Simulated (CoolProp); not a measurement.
Properties of ethane along the isotherm 350 K.

Model: reference Helmholtz-energy equation of state, Bücker 2006, in CoolProp.

```json
[
 {"p (MPa)": "1.22", "phase": "gas", "density (kg/m³)": "13.36", "isothermal compressibility (1/MPa)": "0.8704", "expansivity (1/kK)": "3.443", "viscosity (µPa s)": "11.1"},
 {"p (MPa)": "2.44", "phase": "gas", "density (kg/m³)": "28.55", "isothermal compressibility (1/MPa)": "0.4677", "expansivity (1/kK)": "4.241", "viscosity (µPa s)": "11.6"},
 {"p (MPa)": "3.65", "phase": "gas", "density (kg/m³)": "46.05", "isothermal compressibility (1/MPa)": "0.3412", "expansivity (1/kK)": "5.368", "viscosity (µPa s)": "12.2"},
 {"p (MPa)": "4.87", "phase": "gas", "density (kg/m³)": "67.17", "isothermal compressibility (1/MPa)": "0.2848", "expansivity (1/kK)": "7.064", "viscosity (µPa s)": "13.1"},
 {"p (MPa)": "6.09", "phase": "supercritical", "density (kg/m³)": "93.38", "isothermal compressibility (1/MPa)": "0.2587", "expansivity (1/kK)": "9.687", "viscosity (µPa s)": "14.4"},
 {"p (MPa)": "7.31", "phase": "supercritical", "density (kg/m³)": "126.9", "isothermal compressibility (1/MPa)": "0.2435", "expansivity (1/kK)": "13.52", "viscosity (µPa s)": "16.4"},
 {"p (MPa)": "8.53", "phase": "supercritical", "density (kg/m³)": "168.0", "isothermal compressibility (1/MPa)": "0.2118", "expansivity (1/kK)": "17.08", "viscosity (µPa s)": "19.6"},
 {"p (MPa)": "9.74", "phase": "supercritical", "density (kg/m³)": "209.6", "isothermal compressibility (1/MPa)": "0.1509", "expansivity (1/kK)": "16.70", "viscosity (µPa s)": "23.6"},
 {"p (MPa)": "11", "phase": "supercritical", "density (kg/m³)": "244.2", "isothermal compressibility (1/MPa)": "0.09572", "expansivity (1/kK)": "13.58", "viscosity (µPa s)": "27.6"},
 {"p (MPa)": "12.2", "phase": "supercritical", "density (kg/m³)": "268.4", "isothermal compressibility (1/MPa)": "0.06474", "expansivity (1/kK)": "10.92", "viscosity (µPa s)": "30.8"}
]
```

Viscosity comes from a separate model (Friend 1991).
